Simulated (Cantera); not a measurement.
A closed system holds: 1 mol Na2CO3, 0.37 mol H2, equilibrated at 1.33 mbar.

Method: chemical equilibrium by Gibbs-energy minimisation in Cantera with the NASA 1993 tables (ideal gas, pure condensed phases). Candidate condensed phases: C, C6H6, C7H8, C8H18, H2O, Na, NaOH, NaO2, Na2CO3, Na2O, Na2O2; 117 gas species. The numbers say what is thermodynamically allowed, not how fast it happens.

x: gas mole fraction; n: condensed amount in mol.

```tsv
T (°C)	x H2	x Na	x CO2	x NaOH	x H2O	x O2	x CO	x OH	n Na2CO3(s)	n Na2CO3(l)
577	0.994	0.00239	8.68e-6	7.31e-6	0.00238	<1e-12	0.00119	<1e-12	1.000	0
677	0.951	0.0198	0.000354	0.000215	0.0194	<1e-12	0.00965	<1e-12	0.996	0
777	0.747	0.102	0.00688	0.00310	0.0953	<1e-12	0.0458	7.83e-11	0.977	0
877	(withheld)	(withheld)	(withheld)	(withheld)	(withheld)	<1e-12	(withheld)	(withheld)	0	(withheld)
977	0.00799	0.441	0.251	0.0932	0.190	5.07e-10	0.0165	2.91e-7	0	0.596
1077	2.34e-5	0.368	0.316	0.264	0.0517	0.000152	0.000281	1.13e-5	0	0.364
1177	(withheld)	0.419	0.314	(withheld)	(withheld)	(withheld)	(withheld)	(withheld)	0	0
1277	1.48e-5	0.452	0.302	0.152	0.0357	0.0569	0.000351	0.000269	0	0
1377	7.36e-5	0.485	0.289	0.0951	0.0595	0.0676	0.00115	0.000780	0	0
1477	0.000251	0.508	0.279	0.0550	0.0756	0.0757	0.00335	0.00178	0	0
1577	0.000681	0.520	0.267	0.0313	0.0839	0.0818	0.00871	0.00350	0	0
1677	0.00155	0.523	0.251	0.0180	0.0860	0.0881	0.0200	0.00622	0	0
1777	0.00306	0.519	0.226	0.0105	0.0830	0.0960	0.0396	0.0102	0	0
```

Problem. What belongs in the gaps?

Solution. 
- 1177, x H2: 1.51e-6
- 1177, x NaOH: 0.207
- 1177, x H2O: 0.0126
- 1177, x O2: 0.0466
- 1177, x CO: 8.96e-5
- 1177, x OH: 6.35e-5
- 877, x H2: 0.263
- 877, x Na: 0.310
- 877, x CO2: 0.0719
- 877, x NaOH: 0.0226
- 877, x H2O: 0.238
- 877, x CO: 0.0944
- 877, x OH: 5.73e-9
- 877, n Na2CO3(l): 0.880
